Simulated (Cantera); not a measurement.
A perfectly stirred reactor is fed with 40.0 % H2, 33.3 % O2, 26.7 % N2, at 11000 Pa; it is held at 948 K, and followed from long to short residence time.

Detailed kinetics in Cantera: the H2/O2 subset of GRI-Mech 3.0, which has no nitrogen chemistry. Radical loss at walls, strong at low pressure, is not modelled. Below about 950 K walls govern HO2 and H2O2 in real vessels. The temperature is held fixed by assumption; the heat of reaction is taken as removed at once.

### Question
Predict: x(H2) at τ = 0.390 s; x(O2) at τ = 0.390 s; x(OH) at τ = 0.390 s; x(HO2) at τ = 0.390 s; x(O) at τ = 0.390 s; x(H2) at τ = 24.0 ms; x(O2) at τ = 24.0 ms; x(OH) at τ = 24.0 ms; x(HO2) at τ = 24.0 ms; x(O) at τ = 24.0 ms.

### Answer
```
Property                 Result
---------------------  --------
x(H2) at τ = 0.390 s     0.0112
x(O2) at τ = 0.390 s      0.171
x(OH) at τ = 0.390 s    7.32e-5
x(HO2) at τ = 0.390 s   5.58e-5
x(O) at τ = 0.390 s     7.14e-5
x(H2) at τ = 24.0 ms     0.0336
x(O2) at τ = 24.0 ms      0.180
x(OH) at τ = 24.0 ms   0.000372
x(HO2) at τ = 24.0 ms   7.27e-5
x(O) at τ = 24.0 ms    0.000448
```
